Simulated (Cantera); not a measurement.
**Low-pressure radical oxidation in H2/O2**

An isothermal, constant-pressure homogeneous reactor starts with H2 : O2 = 0.027 : 1 (molar parts), at 1123 K and 0.0310 bar.

Model: the H2/O2 subset of GRI-Mech 3.0, which has no nitrogen chemistry, integrated in Cantera. Radical loss at walls, strong at low pressure, is not modelled.

```tsv
t (s)	x H2	x O2	x OH	x H2O2	x H2O	x O	x HO2
1.00e-6	0.0263	0.974	<1e-12	<1e-12	<1e-12	<1e-12	1.15e-11
2.90e-6	0.0263	0.974	1.72e-12	<1e-12	<1e-12	1.74e-12	3.34e-11
8.42e-6	0.0263	0.974	1.33e-11	<1e-12	<1e-12	1.36e-11	9.71e-11
2.44e-5	0.0263	0.974	8.95e-11	<1e-12	1.30e-11	9.66e-11	2.82e-10
7.09e-5	0.0263	0.974	4.85e-10	<1e-12	2.20e-10	5.94e-10	8.23e-10
0.000206	0.0263	0.974	2.82e-9	<1e-12	3.45e-9	4.20e-9	2.42e-9
0.000597	0.0263	0.974	6.89e-8	5.40e-12	1.41e-7	1.12e-7	8.50e-9
0.00173	0.0252	0.973	0.000353	1.04e-8	0.000790	0.000591	4.65e-6
0.00503	0.000267	0.958	0.00137	1.26e-7	0.0245	0.0137	6.09e-6
0.0146	0.000107	0.967	0.000871	1.14e-7	0.0257	0.00605	4.41e-6
0.0423	2.49e-5	0.972	0.000422	9.39e-8	0.0263	0.00143	2.24e-6
0.123	3.84e-6	0.973	0.000169	5.51e-8	0.0265	0.000229	7.45e-7
0.356	5.62e-7	0.973	6.65e-5	2.22e-8	0.0266	3.50e-5	1.84e-7
1.03	9.76e-8	0.973	2.84e-5	7.14e-9	0.0266	6.34e-6	4.25e-8
3.00	2.12e-8	0.973	1.34e-5	2.16e-9	0.0266	1.42e-6	1.11e-8
```
x: mole fraction; the columns are a selection and need not sum to one.

Equilibrium at this temperature and pressure: H2 3.55e-10, O2 0.973, OH 1.77e-6, H2O2 5.31e-11, H2O 0.0266, O 2.48e-8, HO2 3.67e-9 (gas phase only).
